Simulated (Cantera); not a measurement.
Feed: 1 mol TiO2, a varied amount of H2O, 0.56 mol H2, held at 10.0 mbar.

Method: chemical equilibrium by Gibbs-energy minimisation in Cantera with the NASA 1993 tables (ideal gas, pure condensed phases). Candidate condensed phases: H2O, Ti, TiO, TiO2, Ti2O3, Ti3O5, Ti4O7; 12 gas species. Mutual solubility and eutectic melting of coexisting phases are not modelled. Condensed phases not in the tables: Magnéli phases beyond Ti4O7. Kinetics and transport are ignored.

Problem. What condenses at these points (T in K, n(H2O) in mol): (1050, 0.024); (1550, 0.062); (1650, 0.02); (1350, 0.035); (1600, 0.013)?

Solution. 
| T (K) | n(H2O) in mol | condensed phases | Ti condensed (%) |
|---|---|---|---|
| 1050 | 0.024 | TiO2 | 100.0 |
| 1550 | 0.062 | TiO2 | 100.0 |
| 1650 | 0.02 | TiO2 + Ti4O7 | 100.0 |
| 1350 | 0.035 | TiO2 | 100.0 |
| 1600 | 0.013 | TiO2 + Ti4O7 | 100.0 |
